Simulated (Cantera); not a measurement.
Source: NASA polynomial tables (part measured, part estimated), evaluated in Cantera. Values are per mole of reaction as written; species without (g) are pure solids or liquids, kept so even where they would boil at 1 bar.

Task: Between 300 and 2448 K, where is each reaction favourable under standard conditions?
- 2 Cu + H₂(g) + 2 CH₂F₂(g) → 2 CuF₂ + 2 CH₃(g)

Result: 
- 2 Cu + H₂(g) + 2 CH₂F₂(g) → 2 CuF₂ + 2 CH₃(g): ΔG° is 166 kJ at 300 K and 229 kJ at 2448 K; it stays positive (K < 1). ΔH° is 310 kJ and ΔS° 33 J/K at 2448 K.
